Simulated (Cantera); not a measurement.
A freely propagating, adiabatic, planar premixed flame of 8.11 % CH4, 3.81 % H2, 18.5 % O2, 69.6 % N2, equivalence ratio 0.98, unburnt at 475 K and 1.00 bar; unity-Lewis-number transport, grid criteria slope 0.08 and curve 0.16, no radiation.

Computed with Cantera and GRI-Mech 3.0 (53 species, 325 reactions). Unity Lewis numbers drop preferential diffusion, which matters most where H2 and H carry the flame. Burning velocities carry a grid error of a few per cent, more on coarse grids.

x: mole fraction of selected species; z is measured from the peak of heat release.

```json
[
 {"z (mm)": "-1.09", "T (K)": "475", "u (m/s)": "0.809", "x CH4": "0.0811", "x H2": "0.0381", "x O2": "0.185", "x HO2": "7.41e-8", "x CH2CO": "1.11e-8", "x NO": "<1e-8"},
 {"z (mm)": "-0.725", "T (K)": "478", "u (m/s)": "0.813", "x CH4": "0.0810", "x H2": "0.0381", "x O2": "0.185", "x HO2": "7.17e-7", "x CH2CO": "1.08e-7", "x NO": "1.53e-8"},
 {"z (mm)": "-0.544", "T (K)": "487", "u (m/s)": "0.829", "x CH4": "0.0805", "x H2": "0.0381", "x O2": "0.184", "x HO2": "3.12e-6", "x CH2CO": "4.82e-7", "x NO": "6.94e-8"},
 {"z (mm)": "-0.362", "T (K)": "549", "u (m/s)": "0.936", "x CH4": "0.0771", "x H2": "0.0378", "x O2": "0.178", "x HO2": "1.75e-5", "x CH2CO": "2.97e-6", "x NO": "4.65e-7"},
 {"z (mm)": "-0.181", "T (K)": "(withheld)", "u (m/s)": "1.57", "x CH4": "(withheld)", "x H2": "0.0365", "x O2": "(withheld)", "x HO2": "(withheld)", "x CH2CO": "(withheld)", "x NO": "(withheld)"},
 {"z (mm)": "-0.0906", "T (K)": "1318", "u (m/s)": "2.27", "x CH4": "0.0309", "x H2": "0.0347", "x O2": "0.102", "x HO2": "0.000127", "x CH2CO": "4.05e-5", "x NO": "7.73e-6"},
 {"z (mm)": "0", "T (K)": "1728", "u (m/s)": "3.01", "x CH4": "0.00584", "x H2": "0.0286", "x O2": "0.0540", "x HO2": "7.14e-5", "x CH2CO": "3.73e-5", "x NO": "1.37e-5"},
 {"z (mm)": "0.0906", "T (K)": "1881", "u (m/s)": "3.28", "x CH4": "0.000233", "x H2": "0.0189", "x O2": "0.0314", "x HO2": "1.33e-5", "x CH2CO": "4.41e-6", "x NO": "2.01e-5"},
 {"z (mm)": "0.181", "T (K)": "1933", "u (m/s)": "3.36", "x CH4": "5.41e-6", "x H2": "0.0169", "x O2": "0.0259", "x HO2": "8.52e-6", "x CH2CO": "1.77e-7", "x NO": "2.44e-5"},
 {"z (mm)": "0.362", "T (K)": "2002", "u (m/s)": "3.46", "x CH4": "1.11e-8", "x H2": "0.0160", "x O2": "0.0224", "x HO2": "6.48e-6", "x CH2CO": "<1e-8", "x NO": "2.98e-5"},
 {"z (mm)": "0.725", "T (K)": "2086", "u (m/s)": "3.58", "x CH4": "<1e-8", "x H2": "0.0137", "x O2": "0.0193", "x HO2": "4.56e-6", "x CH2CO": "<1e-8", "x NO": "3.81e-5"},
 {"z (mm)": "1.45", "T (K)": "2169", "u (m/s)": "3.70", "x CH4": "<1e-8", "x H2": "(withheld)", "x O2": "(withheld)", "x HO2": "(withheld)", "x CH2CO": "<1e-8", "x NO": "(withheld)"},
 {"z (mm)": "2.90", "T (K)": "2238", "u (m/s)": "3.80", "x CH4": "<1e-8", "x H2": "0.00800", "x O2": "0.0134", "x HO2": "1.98e-6", "x CH2CO": "<1e-8", "x NO": "7.43e-5"}
]
```

Q: Fill in the missing entries.

A: 
- -0.181, T (K): 915
- -0.181, x CH4: 0.0562
- -0.181, x O2: 0.144
- -0.181, x HO2: 7.50e-5
- -0.181, x CH2CO: 1.92e-5
- -0.181, x NO: 3.60e-6
- 1.45, x H2: 0.0107
- 1.45, x O2: 0.0163
- 1.45, x HO2: 2.98e-6
- 1.45, x NO: 5.16e-5
